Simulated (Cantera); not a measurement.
Cantera run:

```python
import numpy as np
import cantera as ct

gas_names = """
    H H2 N NH NH2 NH3 N2 N2H2 N2H4 Si SiH SiH2 SiH3 SiH4 SiN Si2 Si2N Si3
""".split()
cond_names = """
    Si(cr) Si(L) Si3N4(a)
""".split()


# ... load() reads the species with a 1 bar reference pressure and builds the phases ...
atoms = {
    'SiH4': {'Si': 1, 'H': 4},
    'NH3': {'N': 1, 'H': 3},
    'N2': {'N': 2},
}
top_T = {'Si3N4(a)': 2400}  # K; cautious upper limits of use, not melting points


# ... equilibrate(T, P, feed) seeds the gas with the atoms and calls Mixture.equilibrate('TP', solver="vcs", rtol=1e-11, max_steps=5000) ...
results = []
feed = {'SiH4': 1, 'NH3': 33, 'N2': 4.7}  # mol
T = 1975  # K
P = 6.7  # Pa
mix = equilibrate(T, P, feed)
results.append((T, P, feed, dict(zip(mix.species_names, mix.species_moles))))
print(gas.report(threshold=0.0001))
for i in range(1, mix.n_phases):
    print(f"{mix.phase(i).name:16s} {mix.phase_moles(i):12.5e} mol")
```

Result:

```
       temperature   1975 K
          pressure   6.7 Pa
           density   3.7604e-06 kg/m^3
  mean mol. weight   9.2164 kg/kmol
   phase of matter   gas

                          1 kg             1 kmol
                     ---------------   ---------------
          enthalpy        9.1385e+06        8.4224e+07  J
   internal energy        7.3568e+06        6.7803e+07  J
           entropy             31371        2.8913e+05  J/K
    Gibbs function        -5.282e+07       -4.8681e+08  J
 heat capacity c_p            3552.8             32744  J/K
 heat capacity c_v            2650.7             24430  J/K

                      mass frac. Y      mole frac. X     chem. pot. / RT
                     ---------------   ---------------   ---------------
                 H           0.01404           0.12837            -14.79
                H2             0.129           0.58974           -29.579
                N2           0.81824           0.26919           -37.822
                Si          0.038449          0.012617           -9.4579
     [  +14 minor]        0.00027634        7.7128e-05

Si(L)             0.00000e+00 mol
Si3N4(a)          0.00000e+00 mol
```

Cantera equilibrium calculation (NASA polynomials, part measured and part estimated; ideal gas, pure solids and liquids). The tables' values for SiN are old estimates; treat these amounts as uncertain.
